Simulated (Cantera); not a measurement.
A perfectly stirred reactor is fed with CH4 : H2O = 1 : 0.54 (molar parts), at 400000 Pa; it is held at 2048 K, and followed from long to short residence time.

Cantera simulation using GRI-Mech 3.0 (53 species, 325 reactions); the numbers are that mechanism's predictions, not measurements. GRI-Mech 3.0 stops at C3 and has no aromatics, soot or wall deposition, so with more carbon than oxygen in the feed, carbon stays in small species such as C2H2 where larger ones or solid carbon would form.

Task: What does this change do: temperature 2048 to 1223 K?

Result: 
| quantity | before | after |
|---|---|---|
| x(CH4) at τ = 3.60 s | 0.00805 | 0.641 |
| x(H2O) at τ = 3.60 s | 0.000584 | 0.349 |
| x(CH2O) at τ = 3.60 s | 2.14e-7 | 8.16e-8 |
| x(H2) at τ = 3.60 s | 0.742 | 0.00663 |
| x(HCO) at τ = 3.60 s | 2.19e-7 | <1e-12 |
| x(CH4) at τ = 0.160 s | 0.0119 | 0.649 |
| x(H2O) at τ = 0.160 s | 0.0113 | 0.351 |
| x(CH2O) at τ = 0.160 s | 2.56e-7 | 1.43e-8 |
| x(H2) at τ = 0.160 s | 0.731 | 0.000163 |
| x(HCO) at τ = 0.160 s | 2.07e-7 | <1e-12 |
